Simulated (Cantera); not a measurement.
## Carbon deposition, reforming and gasification: acetone + H2O

A closed system holds: 1 mol acetone, 0.36 mol H2O.

Method: chemical equilibrium by Gibbs-energy minimisation in Cantera with the NASA 1993 tables (ideal gas, pure condensed phases). Candidate condensed phases: C, C6H6, C7H8, C8H18, H2O; 110 gas species. The feed counts by its element totals alone. The ideal-gas law is rough above about 30 bar. Kinetics and transport are ignored.

### Question
Map the stable condensed phases over T = 2673, 2698, 2723, 2748, 2773, 2798, 2823, 2848, 2873, 2898, 2923 K and P in Pa = 10, 46, 220, 1000, 4600, 22000, 100000, 460000, 2200000, 10000000.

### Answer
```
T in K \ P in Pa
               10       46      220     1000     4600    22000   100000   460000  2200000 10000000
   2923         A        A        A        B        B        B        B        B        B        B
   2898         A        A        B        B        B        B        B        B        B        B
   2873         A        A        B        B        B        B        B        B        B        B
   2848         A        A        B        B        B        B        B        B        B        B
   2823         A        A        B        B        B        B        B        B        B        B
   2798         A        A        B        B        B        B        B        B        B        B
   2773         A        B        B        B        B        B        B        B        B        B
   2748         A        B        B        B        B        B        B        B        B        B
   2723         A        B        B        B        B        B        B        B        B        B
   2698         A        B        B        B        B        B        B        B        B        B
   2673         A        B        B        B        B        B        B        B        B        B
```
A: gas only; B: C.
